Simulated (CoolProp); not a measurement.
A single-stage vapour-compression cycle with trans-2-butene: evaporating at 321.15 K (dew point), condensing at 354.15 K (bubble point), superheat 8 K, subcooling 2 K, compressor efficiency 0.85, no pressure losses. Each further row changes one setting.

The numbers come from the reference Helmholtz-energy equation of state, Lemmon 2005 in CoolProp. It is a short technical equation, of lower accuracy than the large ones.

| case | cooling COP | pressure ratio | discharge temperature (K) | refrigerating effect (kJ/kg) | volumetric capacity (kJ/m³) |
|---|---|---|---|---|---|
| as stated | 7.10 | 2.22 | 361.7 | 291 | 3050 |
| evaporating temperature 326.15 K | 8.68 | 1.95 | 361.6 | 297 | 3540 |
| condensing temperature 349.15 K | 8.61 | 1.99 | 356.9 | 304 | 3190 |
| subcooling 7 K | 7.42 | 2.22 | 361.7 | 304 | 3190 |
| superheat 18 K | 7.21 | 2.22 | 371.4 | 309 | 3110 |
| compressor efficiency 0.75 | 6.26 | 2.22 | 364.3 | 291 | 3050 |
